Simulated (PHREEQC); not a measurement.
Consider water at 64 °C with 0.94 mol/kgw NaCl and 0.14 mol/kgw MnCl2. Closed to the air; pH follows from the charge balance.

The numbers come from PHREEQC with the ion-association model with all activity coefficients set to 1, phreeqc.dat.

Precipitation was switched off in this run.

What pH does the model give?

pH 5.56.

In which forms is Cl present?

Cl- 85 %, MnCl+ 6.3 %, MnCl2 5.7 %, MnCl3- 2.5 % of the Cl.

Caution: at this ionic strength the ion-association model is outside its range; a Pitzer model would be the better tool where its parameters exist. At this temperature some constants are extrapolated from 25 °C, and those without enthalpy data are left unchanged.
